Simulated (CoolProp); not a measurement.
Ethanol along the isotherm 346.85 °C: fugacity coefficient from the reference equation and from simpler models built on Tc = 241.6 °C, pc = 62.68 bar, ω = 0.644; each cubic takes its own stable root.

Model: reference Helmholtz-energy equation of state, Schroeder 2014, in CoolProp.

```csv
p (bar),phase,reference
44.8,gas,0.9148
89.5,supercritical,0.8310
134,supercritical,0.7477
179,supercritical,0.6704
224,supercritical,0.6103
269,supercritical,0.5672
313,supercritical,0.5370
358,supercritical,0.5149
403,supercritical,0.4992
448,supercritical,0.4883
492,supercritical,0.4812
537,supercritical,0.4770
582,supercritical,0.4752
627,supercritical,0.4755
```

Question: How far does each simpler model (van der Waals, Redlich-Kwong, Soave-Redlich-Kwong, Peng-Robinson) lie from the reference over these 14 states: mean and median of the absolute difference, and the worst?

Answer: 
- van der Waals: mean 9.3 %, median 8.8 %, worst -17.5 % at 346.85 °C and 179 bar
- Redlich-Kwong: mean 11.5 %, median 11.6 %, worst -15.6 % at 346.85 °C and 179 bar
- Soave-Redlich-Kwong: mean 13.1 %, median 13.2 %, worst +27.8 % at 346.85 °C and 627 bar
- Peng-Robinson: mean 4.9 %, median 5.0 %, worst +9.2 % at 346.85 °C and 627 bar
